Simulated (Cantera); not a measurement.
A diamond (100) surface in a fixed gas of H2 with x(CH4) = 0.025, x(CH3) = 4.1e-05, at 1198 K, 0.148 atm; coverages are run to steady state.

Detailed kinetics in Cantera: the Harris–Goodwin 1993 mechanism for the reconstructed diamond (100) surface.

One state of this run: growth (µm/h) = 4.38; θ c6HH = 0.441; θ c6H* = 0.0383; θ c6*H = 0.489; θ c6** = 0.0297; θ c6HM = 0.000893. θ: site fractions in the mechanism's names (c6HH fully hydrogenated, c6H* and c6*H radical sites, c6** diradical, c6HM methylated).

Q: Which value of x(H) does it belong to?
A. 0.0076
B. 0.00024
C. 0.0001
D. 0.0013

A: A, 0.0076
